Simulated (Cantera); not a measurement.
Cantera run:

```python
import numpy as np
import cantera as ct

gas_names = [...]  # 151 gases of nasa_gas.yaml made of C, H, N, O, Si
cond_names = """
    C(gr) C6H6(L) C7H8(L) C8H18(L),n-octa H2O(s) H2O(L) Si(cr) Si(L) SiC(b) SiO2(Lqz) SiO2(hqz) SiO2(L)
    Si2N2O(s) Si3N4(a)
""".split()


# ... load() reads the species with a 1 bar reference pressure and builds the phases ...
atoms = {
    'TEOS': {'Si': 1, 'C': 8, 'H': 20, 'O': 4},
    'H2O': {'H': 2, 'O': 1},
    'N2': {'N': 2},
}
top_T = {'C(gr)': 4500, 'SiC(b)': 3050, 'Si2N2O(s)': 2100, 'Si3N4(a)': 2400}  # K; cautious upper limits of use, not melting points


# ... equilibrate(T, P, feed) seeds the gas with the atoms and calls Mixture.equilibrate('TP', solver="vcs", rtol=1e-11, max_steps=5000) ...
results = []
feed = {'TEOS': 1, 'H2O': 0.27, 'N2': 11}  # mol
P = 59  # Pa
for T in [773, 973, 1173, 1373, 1573, 1773, 1973, 2173]:
    mix = equilibrate(T, P, feed)
    results.append((T, P, feed, dict(zip(mix.species_names, mix.species_moles))))

top = {s: max(r[3][s] / sum(r[3][g] for g in gas_names) for r in results) for s in gas_names}
cols = sorted((s for s in top if top[s] > 1e-06), key=lambda s: -top[s])[:7]
seen = [c for c in cond_names if any(r[3].get(c, 0) > 1e-12 for r in results)]
print("log10 of partial pressures in bar; condensed amounts in mol")
print(f"{'T/K':>10s}" + "".join(f"{s[:9]:>10s}" for s in cols + seen))
for T, P, feed, n in results:
    ng = sum(n[g] for g in gas_names)
    print(f"{T:10.4g}" + "".join(f"{np.log10(max(n[s] / ng * P / 1e5, 1e-99)):10.3f}" for s in cols)
          + "".join(f"{n.get(c, 0):10.4g}" for c in seen))
```

Result:

```
log10 of partial pressures in bar; condensed amounts in mol
       T/K        N2        H2        CO         H        Si       HCN      SiC2     C(gr)    SiC(b) SiO2(Lqz) SiO2(hqz) Si2N2O(s)
       773    -3.558    -3.590    -4.260   -13.837   -41.817   -10.907   -49.929      5.78         0         1         0         0
       973    -3.560    -3.589    -4.245   -10.761   -26.115    -9.052   -31.938      5.73         0         0         1         0
      1173    -3.598    -3.607    -4.043    -8.732   -17.382    -7.863   -21.709     4.229         0         0         0       0.5
      1373    -3.598    -3.608    -4.043    -7.281   -11.818    -7.004   -15.094     4.228         0         0         0    0.4981
      1573    -3.596    -3.626    -4.007    -6.204    -9.279    -6.374   -11.778     2.733    0.9888         0         0         0
      1773    -3.598    -3.632    -4.010    -5.362    -7.344    -5.885    -9.250     2.714    0.9761         0         0         0
      1973    -3.607    -3.656    -4.018    -4.698    -5.806    -5.509    -7.244     2.717    0.8869         0         0         0
      2173    -3.641    -3.744    -4.050    -4.188    -4.758    -5.252    -5.821     3.266         0         0         0         0
```

Method: chemical equilibrium by Gibbs-energy minimisation in Cantera with the NASA 1993 tables (ideal gas, pure condensed phases). The feed counts by its element totals alone. N2 is the only nitrogen source here; it is nearly inert below about 1500 K, so the nitride shown seldom forms there in practice. The tables' values for SiN are old estimates; treat these amounts as uncertain.
